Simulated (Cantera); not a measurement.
A freely propagating, adiabatic, planar premixed flame of CH4 : C2H6 : O2 : N2 : CO2 = 1 : 0.06 : 1.84 : 5.16 : 0.58 (molar parts), unburnt at 575 K and 9.87 atm; mixture-averaged transport, grid criteria slope 0.08 and curve 0.16, no radiation.

Cantera simulation using GRI-Mech 3.0 (53 species, 325 reactions); the numbers are that mechanism's predictions, not measurements. Burning velocities carry a grid error of a few per cent, more on coarse grids.

What does this change do: inlet temperature 575 to 700 K?


```tsv
quantity	before	after
laminar burning velocity	53.7 cm/s	84.5 cm/s
thermal thickness	0.0605 mm	0.0508 mm
peak x(C2H4)	0.00230	0.00239
peak x(CH2)	6.39e-5	8.30e-5
```
